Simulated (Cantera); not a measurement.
**Ignition delay**

Mixture: 37.0 % H2, 13.2 % O2, 49.6 % N2, 0.119 % NO, at 10.0 bar, adiabatic and at constant pressure. Ignition delay is the time to a rise of 400 K.

Computed with Cantera and GRI-Mech 3.0 (53 species, 325 reactions). The hydrogen kinetics of GRI-Mech 3.0 are dated; newer H2 mechanisms differ, most at raised pressure. The mechanism lacks 2 NO + O2 → 2 NO2 and HONO, so NO2 and the effect of NO are under-described below about 1400 K.

```tsv
T0 (K)	delay (ms)
1150	0.0396
1200	0.0174
1250	0.00843
1300	0.00482
1350	0.00321
1400	0.00235
```

| Quantity | Value |
|---|---|
| apparent activation energy between 1300 and 1400 K | 110 kJ/mol |
